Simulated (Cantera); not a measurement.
Feed: 1 mol C6H6, 0.35 mol CO2, 14 mol N2, 0.019 mol NH3, held at 51800 Torr.

Method: chemical equilibrium by Gibbs-energy minimisation in Cantera with the NASA 1993 tables (ideal gas, pure condensed phases). Candidate condensed phases: C, C6H6, C7H8, C8H18, H2O; 136 gas species. The ideal-gas law is rough above about 30 bar. Kinetics and transport are ignored.

x: gas mole fraction; n: condensed amount in mol.

```tsv
T (K)	x N2	x H2	x CO	x CH4	x HCN	x H2O	n C(graphite)
1148	0.818	0.119	0.0265	0.0233	1.27e-5	0.0105	5.46
1248	0.806	0.139	0.0338	0.0148	4.16e-5	0.00498	5.49
1348	0.799	0.151	0.0371	0.00923	0.000111	0.00226	5.53
1448	0.795	0.159	0.0385	0.00580	0.000257	0.00107	5.56
1548	0.793	0.163	0.0390	0.00375	0.000527	0.000538	5.58
1648	0.792	0.165	0.0392	0.00252	0.000987	0.000291	5.59
1748	0.790	0.166	0.0394	0.00175	0.00171	0.000168	5.59
1848	0.789	0.167	0.0394	___	___	___	5.58
1948	0.788	0.166	0.0394	0.000935	0.00433	6.57e-5	5.55
2048	0.787	0.166	0.0394	0.000709	0.00640	4.38e-5	5.51
2148	0.785	0.164	0.0395	___	___	___	5.46
2248	0.783	0.162	0.0395	0.000432	0.0125	2.16e-5	5.38
2348	0.781	0.160	0.0395	0.000343	0.0167	1.58e-5	5.29
```

Question: Fill in the missing entries.

Answer: 
- 1848, x CH4: 0.00126
- 1848, x HCN: 0.00280
- 1848, x H2O: 0.000102
- 2148, x CH4: 0.000549
- 2148, x HCN: 0.00910
- 2148, x H2O: 3.03e-5
